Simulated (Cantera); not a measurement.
Charge: 1 mol C3H6, 0.76 mol O2, 38 mol H2, held at 42.0 bar.

Method: chemical equilibrium by Gibbs-energy minimisation in Cantera with the NASA 1993 tables (ideal gas, pure condensed phases). Candidate condensed phases: C, C6H6, C7H8, C8H18, H2O; 131 gas species. Ions and electrons are included (thermal ionisation). The ideal-gas law is rough above about 30 bar. Rates play no part.

Task: Which condensed phases are stable at each of these points (T (°C)): 1727, 1977, 2227, 2477, 2727, 2977, 3227, 3477, 3727, 3977, 4227, 4477, 4727?

Result: 
```tsv
T (°C)	condensed phases	C condensed (%)
1727	C(graphite)	24.6
1977	C(graphite)	26.8
2227	C(graphite)	10.8
2477	gas only	0.0
2727	gas only	0.0
2977	gas only	0.0
3227	gas only	0.0
3477	gas only	0.0
3727	gas only	0.0
3977	gas only	0.0
4227	gas only	0.0
4477	gas only	0.0
4727	gas only	0.0
```

From 1727 °C to 2227 °C the condensed part is C(graphite). From 2477 °C to 4727 °C nothing is condensed.
